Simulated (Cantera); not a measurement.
## Ammonia decomposition in nitride growth gas

An isothermal, constant-pressure homogeneous reactor starts with 11.2 % NH3, 88.8 % N2, at 1600 K and 0.140 bar.

Computed with Cantera and the gas-phase N/H chemistry of the illustrative SiF4/NH3 mechanism in the Surface Chemkin manual (1991). Walls and surfaces, which speed up NH3 decomposition in real reactors, are not modelled.

```csv
t (s),x NH3,x N,x NH,x H,x N2H2
2.00e-6,0.112,<1e-12,<1e-12,1.22e-9,<1e-12
7.29e-6,0.112,<1e-12,<1e-12,3.19e-9,<1e-12
2.65e-5,0.112,<1e-12,<1e-12,4.88e-9,<1e-12
9.67e-5,0.112,<1e-12,<1e-12,5.00e-9,<1e-12
0.000352,0.112,<1e-12,1.48e-11,5.00e-9,6.06e-12
0.00128,0.112,<1e-12,3.32e-10,5.03e-9,1.10e-10
0.00468,0.112,3.57e-12,6.51e-9,5.45e-9,1.69e-9
0.0170,0.112,4.19e-11,6.09e-8,1.23e-8,2.52e-8
0.0620,0.112,5.06e-10,2.23e-7,9.62e-8,1.67e-7
0.226,0.111,2.74e-9,3.02e-7,4.18e-7,1.90e-7
0.823,0.107,1.13e-8,4.10e-7,1.43e-6,1.77e-7
3.00,0.0956,2.67e-8,4.71e-7,4.36e-6,1.39e-7
```
x: mole fraction; the columns are a selection and need not sum to one.

Equilibrium at this temperature and pressure: NH3 3.51e-7, N 1.64e-12, NH 8.76e-12, H 5.69e-5, N2H2 <1e-12 (gas phase only).
